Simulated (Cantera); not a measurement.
Feed: 1 mol SiO2, 2 mol CH4, 0.061 mol CO, equilibrated at 3.80 bar.

These are equilibrium values from Cantera (NASA tables, ideal gas, pure condensed phases), not measurements of a reactor. Candidate condensed phases: C, C6H6, C7H8, C8H18, H2O, Si, SiC, SiO2; 123 gas species. The tables hold silica as quartz up to 1696 K and as liquid above; real silica turns to tridymite and cristobalite and melts near 1996 K. Rates play no part.

Over these rows the condensed part is C(graphite) + SiO2(β-quartz). Partial pressures as log10 of bar:

```json
[
 {"T (K)": "925", "1000/T (1/K)": "1.0811", "log p CO2": "-3.08", "log p H2": "0.38", "log p CH4": "0.12", "log p CO": "-1.78"},
 {"T (K)": "1025", "1000/T (1/K)": "0.9756", "log p CO2": "-3.33", "log p H2": "0.48", "log p CH4": "-0.17", "log p CO": "-1.43"},
 {"T (K)": "1125", "1000/T (1/K)": "0.8889", "log p CO2": "-3.82", "log p H2": "0.53", "log p CH4": "-0.48", "log p CO": "-1.29"},
 {"T (K)": "1225", "1000/T (1/K)": "0.8163", "log p CO2": "?", "log p H2": "0.55", "log p CH4": "-0.78", "log p CO": "-1.25"},
 {"T (K)": "1325", "1000/T (1/K)": "0.7547", "log p CO2": "-4.90", "log p H2": "0.56", "log p CH4": "-1.05", "log p CO": "-1.24"},
 {"T (K)": "1425", "1000/T (1/K)": "0.7018", "log p CO2": "-5.36", "log p H2": "0.57", "log p CH4": "-1.29", "log p CO": "-1.24"}
]
```

Question: Fit log p(CO2) = a + b·(1000/T) to the five rows, give the apparent enthalpy, and predict the row at 1225 K.

Answer: Means: 1000/T = 0.8804, log p = -4.098. Sxy = 0.605994, Sxx = 0.0971142, so b = 6.24 and a = -4.098 − (6.24)×0.8804 = -9.59.
Apparent enthalpy: −19.145 × (6.24) = -119 kJ/mol. With the condensed phases at unit activity, 2 CO(g) = CO2(g) + C(graphite) links this pressure to the main gases: over the six rows their terms move log p by +1.08 in all, so the slope isn't that reaction's ΔH° alone. The five rows lie within 0.24 of the line; that is curvature, so one enthalpy describes this range poorly.
Prediction at 1225 K: -9.59 + (6.24)×0.8163 = -4.50. The computed value is -4.38, 0.12 from the line.
